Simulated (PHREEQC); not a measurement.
# Buffer

Dissolve 0.15 mol KH2PO4, 0.0048 mol NH3 and 0.00013 mol KCl per kg of water at 40 °C. Closed to the air; pH follows from the charge balance.

Equilibrium calculation in PHREEQC: ion-association model, wateq4f.dat.

- pH = 5.28
- ionic strength = 0.159 mol/kgw
- total alkalinity = 4.80 meq/kg

| species | molality | activity | log γ |
|---|---|---|---|
| K+ | 0.150 | 0.108 | -0.141 |
| H2PO4- | 0.145 | 0.110 | -0.122 |
| NH4+ | 0.00480 | 0.00360 | -0.124 |
| HPO4-2 | 0.00451 | 0.00141 | -0.504 |
| KHPO4- | 0.000395 | 0.000298 | -0.122 |
| Cl- | 0.000130 | 9.40e-5 | -0.141 |
| H3PO4 | 9.60e-5 | 9.96e-5 | 0.016 |

Precipitation was switched off in this run. H3PO4, which wateq4f.dat lacks, is added to it with the constant of phreeqc.dat. Constants without temperature data keep their 25 °C values here.
